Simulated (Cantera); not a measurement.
A perfectly stirred reactor is fed with 1.15 % CH₄, 96.1 % H₂, 2.59 % CO₂, 0.144 % H₂O, at 13300 Pa; it is held at 1725 K, and followed from long to short residence time.

Model: GRI-Mech 3.0 (53 species, 325 reactions), integrated in Cantera.

Question: Predict: x(CH₄) at τ = 10.0 s; x(H₂) at τ = 10.0 s; x(CO₂) at τ = 10.0 s; x(CO) at τ = 10.0 s; x(CH₃) at τ = 10.0 s; x(CH₄) at τ = 0.140 s; x(H₂) at τ = 0.140 s; x(CO₂) at τ = 0.140 s; x(CO) at τ = 0.140 s; x(CH₃) at τ = 0.140 s.

Answer: 
- x(CH₄) at τ = 10.0 s = 0.00275
- x(H₂) at τ = 10.0 s = 0.942
- x(CO₂) at τ = 10.0 s = 0.000268
- x(CO) at τ = 10.0 s = 0.0288
- x(CH₃) at τ = 10.0 s = 2.92e-5
- x(CH₄) at τ = 0.140 s = 0.00963
- x(H₂) at τ = 0.140 s = 0.940
- x(CO₂) at τ = 0.140 s = 0.00431
- x(CO) at τ = 0.140 s = 0.0216
- x(CH₃) at τ = 0.140 s = 9.71e-5
